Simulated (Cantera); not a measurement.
Adiabatic ignition

An adiabatic, constant-pressure homogeneous reactor starts with 11.3 % CH₄, 0.935 % C₂H₆, 18.5 % O₂, 69.3 % N₂, at 1200 K and 0.740 bar.

Computed with Cantera and GRI-Mech 3.0 (53 species, 325 reactions).

```tsv
t (s)	T (K)	x CH₄	x C₂H₆	x O₂	x CH₂	x HO₂
3.00e-6	1200	0.113	0.00935	0.185	<1e-12	2.16e-9
9.27e-6	1200	0.113	0.00935	0.185	<1e-12	7.13e-9
2.86e-5	1200	0.113	0.00935	0.185	<1e-12	2.78e-8
8.84e-5	1200	0.113	0.00935	0.185	<1e-12	1.42e-7
0.000273	1200	0.113	0.00935	0.185	<1e-12	9.06e-7
0.000844	1200	0.113	0.00934	0.185	2.46e-12	5.15e-6
0.00261	1201	0.112	0.00921	0.185	3.47e-11	1.39e-5
0.00805	1222	0.108	0.00795	0.181	7.68e-10	5.33e-5
0.0249	2582	<1e-12	<1e-12	0.000964	<1e-12	3.73e-7
0.0769	2581	<1e-12	<1e-12	0.000957	<1e-12	3.70e-7
0.237	2581	<1e-12	<1e-12	0.000957	<1e-12	3.70e-7
0.734	2581	<1e-12	<1e-12	0.000957	<1e-12	3.70e-7
2.27	2581	<1e-12	<1e-12	0.000957	<1e-12	3.70e-7
7.00	2581	<1e-12	<1e-12	0.000957	<1e-12	3.70e-7
```
x: mole fraction; the columns are a selection and need not sum to one.

```json
{
 "time_of_steepest_temperature_rise": "10.5 ms",
 "temperature at 7.00 s": "2581 K",
 "equilibrium_temperature": "2581 K",
 "x(CH₄) at 7.00 s": "<1e-12 (gas-phase equilibrium <1e-12)",
 "x(C₂H₆) at 7.00 s": "<1e-12 (gas-phase equilibrium <1e-12)",
 "x(O₂) at 7.00 s": "0.000957 (gas-phase equilibrium 0.000957)"
}
```
